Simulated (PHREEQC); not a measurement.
PHREEQC input (Pitzer model, pitzer.dat):

```
SOLUTION 1
  temp 30
  units mol/kgw
  pH 7 charge
  Cl 0.0077
  Na 1.0077
  S(6) 0.5
END
USE solution 1
INCREMENTAL_REACTIONS false
REACTION 1
  H2O -1
  0 9.886 18.011 24.689 30.178 34.689 38.397 41.444
  43.949 46.007 47.699 49.089 50.232 51.172 51.944 52.578
  53.1 53.528 53.88 54.17 54.408 54.603 54.764 54.896
  55.005 55.094 55.168 55.228 moles
EQUILIBRIUM_PHASES 1
  Halite 0 0
  Mirabilite 0 0
  Thenardite 0 0
SELECTED_OUTPUT 1
  -reset false
  -pH true
  -pe true
  -ionic_strength true
  -water true
  -activities H2O
  -totals Cl Na S
  -molalities H+ Na+ Cl- SO4-2 OH- HSO4-
  -equilibrium_phases Halite Mirabilite Thenardite
PRINT
  -reset false
END
```

Selected output (columns that matter, 16 of 28 rows; water left (kg) added in front):

```
water left (kg)	pH	mu	Cl	Na	S	m_H+	m_Na+	m_Cl-	m_SO4-2	m_OH-	la_H2O	Mirabilite	Thenardite
1	7.284	1.5077	0.0077	1.0077	0.5	1.1822e-07	1.0077	0.0077	0.5	4.9053e-07	-0.0082138	0	0
0.675514	7.3033	2.2319	0.011399	1.4918	0.74018	1.1846e-07	1.4918	0.011399	0.74018	5.2601e-07	-0.011732	0	0
0.456313	7.3208	3.3041	0.016874	2.2084	1.0957	1.1318e-07	2.2084	0.016874	1.0957	5.5191e-07	-0.016862	0	0
0.375043	7.3291	4.0201	0.020531	2.6869	1.3332	1.0702e-07	2.6869	0.020531	1.3332	5.5957e-07	-0.020329	0	0
0.253345	7.3455	5.9512	0.030393	3.9776	1.9736	8.4895e-08	3.9776	0.030393	1.9736	5.6143e-07	-0.030159	0	0
0.160929	7.3599	8.3124	0.047847	5.5576	2.7549	5.5877e-08	5.5576	0.047847	2.7549	5.4857e-07	-0.043665	0.056663	0
0.0501734	7.3535	8.3314	0.15347	5.6054	2.726	5.394e-08	5.6054	0.15347	2.726	5.4299e-07	-0.045349	0.36323	0
0.00524471	7.2812	9.0364	1.4681	6.5136	2.5227	3.1813e-08	6.5136	1.4681	2.5227	4.8005e-07	-0.070856	0.40431	0.082459
0.00524471	7.2812	9.0364	1.4681	6.5136	2.5227	3.1813e-08	6.5136	1.4681	2.5227	4.8005e-07	-0.070856	0.32711	0.15966
0.00524471	7.2812	9.0364	1.4681	6.5136	2.5227	3.1813e-08	6.5136	1.4681	2.5227	4.8005e-07	-0.070856	0.21151	0.27526
0.00524471	7.2812	9.0364	1.4681	6.5136	2.5227	3.1813e-08	6.5136	1.4681	2.5227	4.8005e-07	-0.070856	0.13351	0.35326
0.00524471	7.2812	9.0364	1.4681	6.5136	2.5227	3.1813e-08	6.5136	1.4681	2.5227	4.8005e-07	-0.070856	0.08071	0.40606
0.00524471	7.2812	9.0364	1.4681	6.5136	2.5227	3.1813e-08	6.5136	1.4681	2.5227	4.8005e-07	-0.070856	0.04511	0.44166
0.00524471	7.2812	9.0364	1.4681	6.5136	2.5227	3.1813e-08	6.5136	1.4681	2.5227	4.8005e-07	-0.070856	0.03191	0.45486
0.00524471	7.2812	9.0364	1.4681	6.5136	2.5227	3.1813e-08	6.5136	1.4681	2.5227	4.8005e-07	-0.070856	0.01211	0.47466
0.00501236	7.2761	8.9676	1.5362	6.4904	2.4771	3.1707e-08	6.4904	1.5362	2.4771	4.7671e-07	-0.071455	0	0.48758
```

Complexes and solids missing from the database can't appear.
